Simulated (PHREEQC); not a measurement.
Consider water at 20 °C with 0.016 mol/kgw HF and 0.002 mol/kgw (NH4)2SiF6. Closed to the air; pH follows from the charge balance.

All values are PHREEQC results (ion-association model, wateq4f.dat), not measurements.

No solid was allowed to form.

Task: What pH, ionic strength does the model give?

Result: pH 2.52; ionic strength 0.00928 mol/kgw.

Task: In which forms is F present?

Result: SiF6-2 43 %, HF 42 %, F- 11 %, H2F2 3.1 %, HF2- 1.0 % of the F.

SiF6-2 is the database's only silicon fluoride.
